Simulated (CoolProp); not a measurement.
The fluid at 434.45 K and 1.49 MPa flows at 0.16 m/s in a round tube of 2 mm bore and 15 µm roughness, fully developed (64/Re and Nu = 3.66 if laminar; Colebrook and Gnielinski if turbulent). The same conditions are run with several fluids, on thermodynamics alone (safety and materials aside).

Model: reference Helmholtz-energy equation of state of each fluid (toluene: Lemmon 2006; p-xylene: Zhou 2012; n-hexane: Thol 2019; ethylbenzene: Zhou 2012; n-nonane: Lemmon 2006), in CoolProp.

```csv
fluid,Reynolds number,Darcy friction factor,pressure drop (Pa/m),heat-transfer coefficient (W/(m² K)),mass flow (kg/h)
toluene,1300,0.0491,228,176,1.31
p-xylene,1230,0.0520,244,176,1.32
n-hexane,1690,0.0378,123,161,0.918
ethylbenzene,1200,0.0532,251,179,1.33
n-nonane,977,0.0655,253,177,1.09
```

Transport values come from each fluid's own correlations; those of ethylbenzene are estimates that may be off by 10 % or more.
